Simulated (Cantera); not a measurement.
Charge: 1 mol Fe(CO)₅, 0.13 mol O₂, 40 mol H₂, held at 1300 K and 0.360 bar.

Cantera equilibrium calculation (NASA polynomials, part measured and part estimated; ideal gas, pure solids and liquids). Candidate condensed phases: C, C₆H₆, C₇H₈, C₈H₁₈, Fe, Fe(CO)₅, FeO, Fe(OH)₂, Fe(OH)₃, Fe₂O₃, Fe₃O₄, H₂O; 114 gas species. The numbers say what is thermodynamically allowed, not how fast it happens.

Base state: H₂ 0.883, CO 0.111, H₂O 0.00552, CO₂ 0.000392, CH₄ 0.000128 (mole fractions); condensed: Fe(γ).

**Question.** What changes in the equilibrium state with this change: Fe(CO)₅ replaced by Hg?

**Answer.** 
```json
[
 {"species": "H₂", "before": "0.883", "after": "0.969"},
 {"species": "Hg", "before": "0", "after": "0.0244"},
 {"species": "H₂O", "before": "0.00552", "after": "0.00634"},
 {"species": "CO", "before": "0.111", "after": "0"},
 {"species": "CO₂", "before": "0.000392", "after": "0"},
 {"species": "CH₄", "before": "0.000128", "after": "0"},
 {"species": "Fe(γ), mol", "before": "1.00", "after": "0"}
]
```
Further candidate phases: Hg, HgO.

**Question.** What changes in the equilibrium state with this change: H₂ from 40 to 2.9 mol?

**Answer.** 
| species | before | after |
|---|---|---|
| CO | 0.111 | 0.616 |
| H₂ | 0.883 | 0.351 |
| H₂O | 0.00552 | 0.0165 |
| CO₂ | 0.000392 | 0.0164 |
| CH₄ | 0.000128 | 1.50e-5 |
| Fe(γ), mol | 1.00 | 1.00 |
